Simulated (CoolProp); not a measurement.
A closed Brayton cycle with carbon dioxide: compressor inlet 306.15 K and 9.1 MPa, high pressure 27.6 MPa, turbine inlet 780 K, compressor efficiency 0.89, turbine efficiency 0.93, recuperator effectiveness 0.95 (on enthalpy, no pinch check). Each further row changes one setting.

Model: reference Helmholtz-energy equation of state, Span 1996, in CoolProp.

| case | thermal efficiency (%) | net work (kJ/kg) | compressor to turbine work | compressor exit (K) | turbine exit (K) |
|---|---|---|---|---|---|
| as stated | 39.0 | 112 | 0.19 | 334.6 | 647.8 |
| turbine inlet 730 K | 36.9 | 102 | ? | 334.6 | 602.7 |
| compressor inlet 316.15 K | 37.6 | 99.5 | ? | 380.0 | 647.8 |
| high pressure 23.5 MPa | 37.6 | 99.6 | ? | 329.6 | 666.4 |
| recuperator effectiveness 0.5 | 24.2 | 112 | 0.19 | 334.6 | 647.8 |

Problem. What belongs in the gaps?

Solution. 
- turbine inlet 730 K, compressor to turbine work: 0.21
- compressor inlet 316.15 K, compressor to turbine work: 0.29
- high pressure 23.5 MPa, compressor to turbine work: 0.18
